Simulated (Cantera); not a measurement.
**Low-pressure radical oxidation in H2/O2**

An isothermal, constant-pressure homogeneous reactor starts with 1.57 % H₂, 98.4 % O₂, equivalence ratio 0.0080, at 1100 K and 10.5 Torr.

Cantera simulation using the H2/O2 subset of GRI-Mech 3.0, which has no nitrogen chemistry; the numbers are that mechanism's predictions, not measurements. Radical loss at walls, strong at low pressure, is not modelled.

```
t (s)         x H₂   x O₂     x HO₂       x O      x OH       x H
--------  --------  -----  --------  --------  --------  --------
7.00e-6     0.0157  0.984  1.33e-11    <1e-12    <1e-12  1.26e-11
3.38e-5     0.0157  0.984  6.41e-11  1.38e-11  1.34e-11  5.09e-11
0.000163    0.0157  0.984  3.10e-10  2.08e-10  1.81e-10  1.49e-10
0.000788    0.0157  0.984   1.52e-9   3.33e-9   2.20e-9  8.12e-10
0.00381     0.0157  0.984   2.81e-8   2.72e-6   1.65e-6   5.44e-7
0.0184    0.000108  0.973   2.09e-6    0.0104  0.000830   0.00105
0.0888     4.09e-5  0.979   1.43e-6   0.00428  0.000518  0.000266
0.429      4.97e-6  0.984   4.95e-7  0.000527  0.000182   1.15e-5
2.07       3.12e-7  0.984   7.78e-8   3.43e-5   4.68e-5   1.92e-7
10.0       2.41e-8  0.984   9.24e-9   2.73e-6   1.33e-5   4.33e-9
```
x: mole fraction; the columns are a selection and need not sum to one.

Equilibrium at this temperature and pressure: H₂ 1.79e-10, O₂ 0.984, HO₂ 1.74e-9, O 2.11e-8, OH 1.16e-6, H 2.95e-12 (gas phase only).
